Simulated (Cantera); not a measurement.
Feed: 1 mol SiH₄, 2.3 mol N₂, 20 mol H₂, equilibrated at 973 K and 1.10 mbar.

Method: chemical equilibrium by Gibbs-energy minimisation in Cantera with the NASA 1993 tables (ideal gas, pure condensed phases). Candidate condensed phases: Si, Si₃N₄; 18 gas species. N₂ is the only nitrogen source here; it is nearly inert below about 1500 K, so the nitride shown seldom forms there in practice. The numbers say what is thermodynamically allowed, not how fast it happens.

Base state: H₂ 0.931, N₂ 0.0691 (mole fractions); condensed: Si₃N₄(s).

**Question.** What changes in the equilibrium state with this change: temperature from 973 K to 1825 K?

**Answer.** 
```tsv
species	before	after
H₂	0.931	0.889
N₂	0.0691	0.0936
H	3.15e-8	0.0125
Si	<1e-9	0.00413
SiH	<1e-9	0.000137
SiH₂	<1e-9	3.17e-5
Si₂N	<1e-9	2.70e-5
Si₂	<1e-9	2.69e-5
Si₃N₄(s), mol	0.333	0
Si(l), mol	0	0.891
```
The tables' values for SiN are old estimates; treat these amounts as uncertain. Gases not in the tables: Si₂H₆ and higher silanes.
